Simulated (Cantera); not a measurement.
What does this Cantera script print?

```python
import numpy as np
import cantera as ct

gas_names = """
    CL MgCL2
""".split()
cond_names = """
    Mg(cr) Mg(L)
""".split()


# ... load() reads the species with a 1 bar reference pressure and builds the phases ...
species = {s.name: s for s in load("nasa_gas.yaml", gas_names) + load("nasa_condensed.yaml", cond_names)}
# Each term lists the table entries of one substance; the one whose range holds T is used.
reactions = {
    'Mg + 2 Cl(g) = MgCl2(g)':
        [(-1, ['Mg(cr)', 'Mg(L)']), (-2, ['CL']), (1, ['MgCL2'])],
}


def pick(names, T):
    return next(species[n] for n in names if species[n].thermo.min_temp <= T <= species[n].thermo.max_temp)


results = []
for label, terms in reactions.items():
    print(label)
    print("     T/K   dH/kJ  dS/(J/K)   dG/kJ   log10 K")
    for T in [300, 1198, 1248, 1298, 1348, 1398, 1448]:
        used = [(nu, pick(names, T)) for nu, names in terms]
        dH = sum(nu * s.thermo.h(T) for nu, s in used) / 1e6
        dS = sum(nu * s.thermo.s(T) for nu, s in used) / 1e3
        dG = dH - T * dS / 1e3
        logK = -dG * 1e6 / (ct.gas_constant * T * np.log(10))
        results.append((label, T, dH, dS, dG, logK, [s.name for _, s in used]))
        print(f"{T:8g} {dH:8.1f} {dS:8.1f} {dG:8.1f} {logK:8.2f}")
```

Result:

```
Mg + 2 Cl(g) = MgCl2(g)
     T/K   dH/kJ  dS/(J/K)   dG/kJ   log10 K
     300   -635.1    -85.9   -609.3   106.09
    1198   -656.3   -113.9   -519.9    22.67
    1248   -657.2   -114.6   -514.2    21.52
    1298   -658.0   -115.2   -508.4    20.46
    1348   -658.8   -115.8   -502.6    19.48
    1398   -659.6   -116.4   -496.8    18.56
    1448   -660.3   -116.9   -491.0    17.71
```

Cantera with NASA thermochemical tables; ideal gases at 1 bar, condensed phases pure. Condensed species are held in their standard states even where they would react or evaporate.
